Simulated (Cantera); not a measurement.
# Ignition delay

Mixture: 7.54 % CH4, 1.28 % H2, 19.1 % O2, 72.0 % N2, equivalence ratio 0.82, at 8.00 bar, adiabatic and at constant pressure. Ignition delay is the time to a rise of 400 K.

Computed with Cantera and GRI-Mech 3.0 (53 species, 325 reactions).

| T0 (K) | delay (ms) |
|---|---|
| 1200 | 1.20 |
| 1275 | 0.631 |
| 1350 | 0.340 |
| 1425 | 0.185 |
| 1500 | 0.103 |
| 1575 | 0.0588 |
| 1650 | 0.0347 |

The apparent activation energy between 1500 and 1650 K is 150 kJ/mol.
